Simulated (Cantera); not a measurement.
# Low-pressure radical oxidation in H2/O2

An isothermal, constant-pressure homogeneous reactor starts with 4.67 % H₂, 95.3 % O₂, at 1175 K and 2670 Pa.

Computed with Cantera and the H2/O2 subset of GRI-Mech 3.0, which has no nitrogen chemistry. Radical loss at walls, strong at low pressure, is not modelled. The temperature is held fixed by assumption; the heat of reaction is taken as removed at once.

| t (s) | x H₂ | x O₂ | x HO₂ | x H₂O | x H |
|---|---|---|---|---|---|
| 0.000600 | 0.0467 | 0.953 | 6.31e-8 | 5.28e-6 | 1.65e-6 |
| 0.00143 | 0.0184 | 0.933 | 7.71e-6 | 0.0219 | 0.00742 |
| 0.00340 | 0.000698 | 0.924 | 6.95e-6 | 0.0421 | 0.00554 |
| 0.00811 | 0.000442 | 0.934 | 6.16e-6 | 0.0444 | 0.00276 |
| 0.0193 | 0.000189 | 0.945 | 4.55e-6 | 0.0463 | 0.000745 |
| 0.0460 | 5.15e-5 | 0.950 | 2.47e-6 | 0.0473 | 0.000106 |
| 0.110 | 1.09e-5 | 0.952 | 9.61e-7 | 0.0476 | 1.06e-5 |
| 0.261 | 2.29e-6 | 0.952 | 3.02e-7 | 0.0477 | 1.04e-6 |
| 0.621 | 5.41e-7 | 0.952 | 9.03e-8 | 0.0478 | 1.23e-7 |
| 1.48 | 1.49e-7 | 0.952 | 2.92e-8 | 0.0478 | 1.83e-8 |
| 3.53 | 4.70e-8 | 0.952 | 1.14e-8 | 0.0478 | 3.31e-9 |
| 8.40 | 1.65e-8 | 0.952 | 6.65e-9 | 0.0478 | 6.94e-10 |
| 20.0 | 6.39e-9 | 0.952 | 6.40e-9 | 0.0478 | 1.69e-10 |
x: mole fraction; the columns are a selection and need not sum to one.

Equilibrium at this temperature and pressure: H₂ 2.26e-9, O₂ 0.952, HO₂ 8.77e-9, H₂O 0.0478, H 3.59e-11 (gas phase only).
